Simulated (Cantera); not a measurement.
**Hydrocarbon pyrolysis for carbon deposition**

A perfectly stirred reactor is fed with 6.67 % CH4, 93.3 % H2, at 0.0110 bar; it is held at 1825 K, and followed from long to short residence time.

Cantera simulation using GRI-Mech 3.0 (53 species, 325 reactions); the numbers are that mechanism's predictions, not measurements. GRI-Mech 3.0 stops at C3 and has no aromatics, soot or wall deposition, so with more carbon than oxygen in the feed, carbon stays in small species such as C2H2 where larger ones or solid carbon would form. Radical loss at walls, strong at low pressure, is not modelled.

| τ (s) | x CH4 | x H2 | x C2H2 | x CH2 | x C2H6 | x H | x CH3 |
|---|---|---|---|---|---|---|---|
| 12 | 0.00322 | 0.963 | 0.0296 | 9.77e-7 | 6.40e-8 | 0.00359 | 0.000241 |
| 5.1 | 0.00528 | 0.962 | 0.0285 | 1.34e-6 | 1.58e-7 | 0.00332 | 0.000366 |
| 2.2 | 0.00861 | 0.961 | 0.0269 | 1.75e-6 | 3.77e-7 | 0.00303 | 0.000545 |
| 0.91 | 0.0142 | 0.958 | 0.0241 | 2.23e-6 | 9.04e-7 | 0.00272 | 0.000807 |
| 0.39 | 0.0222 | 0.954 | 0.0202 | 2.66e-6 | 1.94e-6 | 0.00243 | 0.00113 |
| 0.16 | 0.0335 | 0.948 | 0.0146 | 2.97e-6 | 3.77e-6 | 0.00214 | 0.00151 |
| 0.069 | 0.0456 | 0.942 | 0.00872 | 2.94e-6 | 5.77e-6 | 0.00184 | 0.00178 |
| 0.029 | 0.0570 | 0.936 | 0.00340 | 2.28e-6 | 6.33e-6 | 0.00143 | 0.00174 |
| 0.012 | 0.0639 | 0.933 | 0.000539 | 9.80e-7 | 3.53e-6 | 0.000844 | 0.00116 |
| 0.0053 | 0.0659 | 0.933 | 3.49e-5 | 2.43e-7 | 9.90e-7 | 0.000394 | 0.000558 |
x: mole fraction; the columns are a selection and need not sum to one.
